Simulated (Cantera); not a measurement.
A closed system holds: 1 mol Si3N4, 0.0069 mol H2O, 1.6 mol H2, held at 0.00705 Torr.

These are equilibrium values from Cantera (NASA tables, ideal gas, pure condensed phases), not measurements of a reactor. Candidate condensed phases: H2O, Si, SiO2, Si2N2O, Si3N4; 35 gas species. Kinetics and transport are ignored.

Which condensed phases are stable at each of these points (T (K)): 1550, 1625, 1700, 1775, 1850, 1925, 2000?


```tsv
T (K)	condensed phases	Si condensed (%)
1550	Si(s)	99.3
1625	Si(s)	97.6
1700	Si(l)	90.0
1775	Si(l)	60.9
1850	gas only	0.0
1925	gas only	0.0
2000	gas only	0.0
```

From 1550 K to 1625 K the condensed part is Si(s). From 1700 K to 1775 K the condensed part is Si(l). From 1850 K to 2000 K nothing is condensed.
